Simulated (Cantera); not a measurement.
Input: 1 mol SiCl₄, 1.1 mol H₂, at 902 °C and 100000 Pa.

Cantera equilibrium calculation (NASA polynomials, part measured and part estimated; ideal gas, pure solids and liquids). Candidate condensed phases: Si; 19 gas species. The tables' values for SiCl₃ are old estimates; treat these amounts as uncertain. The numbers say what is thermodynamically allowed, not how fast it happens.

### Question
What is the equilibrium state?

### Answer
| Quantity | Value |
|---|---|
| x(H₂) | 0.453 |
| x(SiCl₄) | 0.402 |
| x(HCl) | 0.0746 |
| x(SiHCl₃) | 0.0575 |
| x(SiCl₃) | 0.0100 |
| x(SiCl₂) | 0.00245 |
| x(SiH₂Cl₂) | 0.00106 |
| x(SiH₃Cl) | 5.26e-6 |
| gas amount | 2.116 mol |
| log10 activity of Si(s) (absent) | -1.06 |
